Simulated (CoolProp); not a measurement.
Model: reference Helmholtz-energy equation of state, Thol 2022, in CoolProp.

Q: Give the vapour pressure (MPa), liquid density (kg/m³), vapour density (kg/m³), enthalpy of vaporisation (kJ/kg) of saturated vinyl chloride at 288.8, 300.2, 380.1 K.

A: 
| T (K) | p (MPa) | liquid density (kg/m³) | vapour density (kg/m³) | enthalpy of vaporisation (kJ/kg) |
|---|---|---|---|---|
| 288.8 | 0.296 | 917 | 8.21 | 331 |
| 300.2 | 0.420 | 895 | 11.4 | 320 |
| 380.1 | 2.63 | 711 | 73.9 | 221 |
